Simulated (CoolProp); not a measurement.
Saturation properties of tetradecamethylhexasiloxane (MD4M) (Tc = 653.2 K, pc = 828.6 kPa, ω = 0.800).

Computed with CoolProp (reference Helmholtz-energy equation of state, Thol 2019).

```csv
T (K),p (kPa),liquid density (kg/m³),enthalpy of vaporisation (kJ/kg),liquid cp (kJ/(kg K)),vapour Z,surface tension (mN/m)
427.6,4.424,758.7,132.0,1.993,0.9885,9.90
433.8,5.653,752.3,130.1,2.005,0.9860,9.54
439.9,7.126,745.9,128.2,2.017,0.9833,9.18
446.1,8.936,739.3,126.2,2.029,0.9801,8.83
452.3,11.11,732.7,124.3,2.041,0.9765,8.48
458.4,13.65,726.1,122.3,2.053,0.9726,8.14
464.6,16.69,719.3,120.4,2.065,0.9680,7.80
470.8,20.27,712.4,118.4,2.077,0.9630,7.46
476.9,24.36,705.6,116.4,2.089,0.9575,7.13
483.1,29.18,698.6,114.4,2.101,0.9514,6.79
```

It boils at 532.8 K under 1 atm.

Surface tension comes from a separate correlation (Mulero 2014), older than this fluid's equation and unchecked against measurements.
